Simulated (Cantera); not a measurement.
# Adiabatic ignition

An adiabatic, constant-volume homogeneous reactor starts with 27.4 % H2, 15.2 % O2, 57.3 % N2, at 1275 K and 27000 Pa.

Detailed kinetics in Cantera: GRI-Mech 3.0 (53 species, 325 reactions).

| t (s) | T (K) | P (bar) | x H2 | x O2 | x NO2 | x O | x H2O | x HO2 |
|---|---|---|---|---|---|---|---|---|
| 2.00e-6 | 1275 | 0.270 | 0.274 | 0.152 | <1e-12 | 4.26e-10 | 4.54e-10 | 5.93e-9 |
| 6.70e-6 | 1275 | 0.270 | 0.274 | 0.152 | <1e-12 | 3.31e-9 | 1.03e-8 | 2.01e-8 |
| 2.24e-5 | 1275 | 0.270 | 0.274 | 0.152 | <1e-12 | 5.64e-8 | 3.90e-7 | 7.53e-8 |
| 7.52e-5 | 1276 | 0.270 | 0.273 | 0.152 | <1e-12 | 0.000123 | 0.00100 | 1.24e-5 |
| 0.000252 | 2263 | 0.453 | 0.0521 | 0.0366 | 3.36e-9 | 0.0233 | 0.194 | 4.99e-6 |
| 0.000844 | 2794 | 0.539 | 0.0418 | 0.0273 | 4.06e-7 | 0.0124 | 0.230 | 7.93e-6 |
| 0.00283 | 2792 | 0.538 | 0.0423 | 0.0250 | 1.51e-6 | 0.0114 | 0.231 | 7.44e-6 |
| 0.00948 | 2790 | 0.538 | 0.0426 | 0.0243 | 1.86e-6 | 0.0112 | 0.231 | 7.24e-6 |
| 0.0317 | 2790 | 0.538 | 0.0426 | 0.0243 | 1.86e-6 | 0.0112 | 0.231 | 7.24e-6 |
| 0.106 | 2790 | 0.538 | 0.0426 | 0.0243 | 1.86e-6 | 0.0112 | 0.231 | 7.24e-6 |
| 0.356 | 2790 | 0.538 | 0.0426 | 0.0243 | 1.86e-6 | 0.0112 | 0.231 | 7.24e-6 |
| 1.19 | 2790 | 0.538 | 0.0426 | 0.0243 | 1.86e-6 | 0.0112 | 0.231 | 7.24e-6 |
| 4.00 | 2790 | 0.538 | 0.0426 | 0.0243 | 1.86e-6 | 0.0112 | 0.231 | 7.24e-6 |
x: mole fraction; the columns are a selection and need not sum to one.

The time of steepest temperature rise comes out as 0.111 ms, the temperature at 4.00 s is 2790 K and the equilibrium temperature comes out as 2790 K. The x(H2) at 4.00 s is 0.0426 (gas-phase equilibrium 0.0426) and the x(O2) at 4.00 s is 0.0243 (gas-phase equilibrium 0.0243). The x(NO2) at 4.00 s is 1.86e-6 (gas-phase equilibrium 1.86e-6).
